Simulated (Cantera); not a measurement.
# Low-pressure radical oxidation in H2/O2

An isothermal, constant-pressure homogeneous reactor starts with 3.85 % H2, 96.2 % O2, equivalence ratio 0.020, at 1048 K and 1330 Pa.

Cantera simulation using GRI-Mech 3.0 (53 species, 325 reactions); the numbers are that mechanism's predictions, not measurements. Radical loss at walls, strong at low pressure, is not modelled. The temperature is held fixed by assumption; the heat of reaction is taken as removed at once.

| t (s) | x H2 | x O2 | x HO2 | x O | x H2O |
|---|---|---|---|---|---|
| 0.000100 | 0.0385 | 0.962 | 1.26e-10 | 4.78e-11 | 1.32e-11 |
| 0.000422 | 0.0385 | 0.962 | 5.36e-10 | 6.70e-10 | 5.73e-10 |
| 0.00178 | 0.0385 | 0.962 | 3.23e-9 | 7.89e-8 | 1.15e-7 |
| 0.00750 | 0.00364 | 0.939 | 5.71e-6 | 0.0167 | 0.0291 |
| 0.0316 | 0.000265 | 0.950 | 3.94e-6 | 0.00925 | 0.0373 |
| 0.133 | 3.30e-5 | 0.959 | 1.70e-6 | 0.00118 | 0.0389 |
| 0.562 | 2.16e-6 | 0.961 | 3.29e-7 | 8.26e-5 | 0.0392 |
| 2.37 | 1.73e-7 | 0.961 | 4.46e-8 | 7.10e-6 | 0.0392 |
| 10.0 | 2.14e-8 | 0.961 | 6.92e-9 | 9.24e-7 | 0.0392 |
x: mole fraction; the columns are a selection and need not sum to one.

Equilibrium at this temperature and pressure: H2 1.20e-10, O2 0.961, HO2 1.29e-9, O 5.41e-9, H2O 0.0392 (gas phase only).
